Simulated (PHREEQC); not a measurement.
A solution holds 17 mmol/kgw KH2PO4 and 0.05 mmol/kgw H4SiO4, at 20 °C. Closed to the air; pH follows from the charge balance.

The numbers come from PHREEQC with the ion-association model, wateq4f.dat.

```json
[
 {"quantity": "pH", "before": "4.66", "after": "4.20"},
 {"quantity": "ionic strength (mol/kgw)", "before": "0.0171", "after": "0.0172"},
 {"quantity": "HPO4-2 (mol/kgw)", "before": "6.80e-5", "after": "2.32e-5"},
 {"quantity": "H3PO4 (mol/kgw)", "before": "4.50e-5", "after": "0.000131"},
 {"quantity": "KHPO4- (mol/kgw)", "before": "1.35e-6", "after": "4.62e-7"},
 {"quantity": "H3SiO4- (mol/kgw)", "before": "3.22e-10", "after": "1.10e-10"},
 {"quantity": "SI of Quartz (SiO2)", "before": "-0.24", "after": "-0.24"}
]
```

Name the change that produced these shifts.
A) H4SiO4 replaced by K2SiO3 at the same molality
B) H4SiO4 replaced by Na2SiF6 at the same molality
C) diluted 100-fold with water
D) H4SiO4 from 5e-05 to 4.5e-05 mol/kgw

B, H4SiO4 replaced by Na2SiF6 at the same molality

This is a speciation only: nothing precipitates in the calculation. H3PO4, which wateq4f.dat lacks, is added to it with the constant of phreeqc.dat. SiF6-2 is the database's only silicon fluoride.
